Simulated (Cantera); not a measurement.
What does this Cantera script print?

```python
import numpy as np
import cantera as ct

gas_names = """
    B BCL BCL2 BCL3 BH BH2 BH3 B2 CL CL2 H HCL H2
""".split()
cond_names = """
    B(b) B(L)
""".split()


# ... load() reads the species with a 1 bar reference pressure and builds the phases ...
atoms = {
    'BCl3': {'B': 1, 'CL': 3},
    'H2': {'H': 2},
}
top_T = {}  # K; cautious upper limits of use, not melting points


# ... equilibrate(T, P, feed) seeds the gas with the atoms and calls Mixture.equilibrate('TP', solver="vcs", rtol=1e-11, max_steps=5000) ...
results = []
T = 1800  # K
P = 100000  # Pa
for m in [3.2, 4, 5.2, 6.6, 8.4, 11, 14, 18, 23, 29, 37]:
    feed = {'BCl3': 1, 'H2': m}  # mol
    mix = equilibrate(T, P, feed)
    results.append((T, P, feed, dict(zip(mix.species_names, mix.species_moles))))

top = {s: max(r[3][s] / sum(r[3][g] for g in gas_names) for r in results) for s in gas_names}
cols = sorted((s for s in top if top[s] > 1e-05), key=lambda s: -top[s])[:9]
seen = [c for c in cond_names if any(r[3].get(c, 0) > 1e-12 for r in results)]
print("log10 of partial pressures in bar; condensed amounts in mol")
print(f"{'n(H2)':>10s}" + "".join(f"{s[:9]:>10s}" for s in cols + seen))
for T, P, feed, n in results:
    ng = sum(n[g] for g in gas_names)
    print(f"{feed['H2']:10.4g}" + "".join(f"{np.log10(max(n[s] / ng * P / 1e5, 1e-99)):10.3f}" for s in cols)
          + "".join(f"{n.get(c, 0):10.4g}" for c in seen))
```

It prints:

```
log10 of partial pressures in bar; condensed amounts in mol
     n(H2)        H2       HCL      BCL3      BCL2       BCL         H        CL       BH2       BH3      B(b)
       3.2    -0.279    -0.431    -1.026    -2.237    -2.596    -3.585    -3.854    -4.164    -5.116    0.5389
         4    -0.239    -0.459    -1.168    -2.332    -2.643    -3.566    -3.901    -4.125    -5.056    0.6011
       5.2    -0.198    -0.501    -1.356    -2.457    -2.706    -3.545    -3.964    -4.083    -4.994    0.6744
       6.6    -0.165    -0.548    -1.547    -2.585    -2.770    -3.529    -4.028    -4.051    -4.945    0.7381
       8.4    -0.136    -0.605    -1.762    -2.728    -2.841    -3.514    -4.099    -4.022    -4.902    0.7965
        11    -0.109    -0.680    -2.027    -2.905    -2.930    -3.500    -4.188    -3.994    -4.861    0.8515
        14    -0.088    -0.755    -2.285    -3.077    -3.016    -3.490    -4.274    -3.973    -4.829      0.89
        18    -0.070    -0.842    -2.571    -3.267    -3.111    -3.481    -4.369    -3.955    -4.802    0.9196
        23    -0.055    -0.932    -2.863    -3.462    -3.208    -3.474    -4.466    -3.941    -4.781    0.9396
        29    -0.044    -1.021    -3.148    -3.652    -3.303    -3.468    -4.561    -3.930    -4.764    0.9522
        37    -0.035    -1.118    -3.453    -3.855    -3.405    -3.464    -4.663    -3.921    -4.750    0.9606
```

These are equilibrium values from Cantera (NASA tables, ideal gas, pure condensed phases), not measurements of a reactor. The tables' values for BCl2, BCl, BH2 are old estimates; treat these amounts as uncertain. Gases not in the tables: B2H6 and higher boranes, BHCl2.
